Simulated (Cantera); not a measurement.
A closed system holds: 1 mol SiH2Cl2, 620 mol H2, held at 2050 K and 1.00 bar.

Cantera equilibrium calculation (NASA polynomials, part measured and part estimated; ideal gas, pure solids and liquids). Gases not in the tables: Si2H6 and higher silanes. Rates play no part.

```tsv
species	before	after
H2	0.994	0.823
HCl	0.00315	0.128
SiCl2	2.26e-5	0.0448
SiCl3	1.39e-8	0.00122
SiHCl3	1.23e-9	9.83e-5
SiCl4	<1e-9	3.55e-5
SiH2Cl2	3.26e-8	5.34e-5
SiCl	5.75e-6	0.000256
Cl	5.31e-6	0.000236
Si(l), mol	0.816	0.579
```
Gas species are given as mole fractions.

Task: Which change was made?
A. pressure from 1.00 bar to 0.110 bar
B. temperature from 2050 K to 925 K
C. SiH2Cl2 replaced by SiCl4
D. H2 from 620 to 7 mol

Result: D, H2 from 620 to 7 mol. The tables' values for SiCl3, SiCl are old estimates; treat these amounts as uncertain
